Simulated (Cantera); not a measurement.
Mixture: 5.65 % CH4, 19.8 % O2, 74.5 % N2, at 100000 Pa, adiabatic and at constant pressure. Ignition delay is the time to a rise of 400 K.

Computed with Cantera and GRI-Mech 3.0 (53 species, 325 reactions).

**Question.** Predict: delay at 1150 K; delay at 1250 K; delay at 1350 K; delay at 1450 K; delay at 1550 K; apparent activation energy between 1500 and 1600 K.

**Answer.** 
```
Item                                                     Value
--------------------------------------------------  ----------
delay at 1150 K                                        71.2 ms
delay at 1250 K                                        17.0 ms
delay at 1350 K                                        4.75 ms
delay at 1450 K                                        1.57 ms
delay at 1550 K                                       0.619 ms
apparent activation energy between 1500 and 1600 K  170 kJ/mol
```
